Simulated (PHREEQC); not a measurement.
Solution (25 °C): 0.03 mol CuSO4, 1.5e-05 mol H3AsO4 and 0.0074 mol H2SO4 per kg of water. Closed to the air; pH follows from the charge balance.

All values are PHREEQC results (ion-association model, wateq4f.dat), not measurements.

```csv
quantity,before,after
pH,2.16,2.69
ionic strength (mol/kgw),0.0822,0.0207
SO4-2 (mol/kgw),0.0192,0.00521
Cu+2 (mol/kgw),0.0182,0.00441
CuSO4 (mol/kgw),0.0118,0.00159
HSO4- (mol/kgw),0.00649,0.000681
SI of Chalcanthite (CuSO4:5H2O),-1.59,-2.47
SI of Tenorite (CuO),-5.41,-4.82
```

Question: Which change was made?
A. H3AsO4 left out
B. CuSO4 from 0.03 to 0.027 mol/kgw
C. H2SO4 from 0.0074 to 0.00666 mol/kgw
D. diluted 5-fold with water
E. temperature from 25 to 10 °C

Answer: D, diluted 5-fold with water

Precipitation was switched off in this run. The database has no arsenate complexes of Cu.
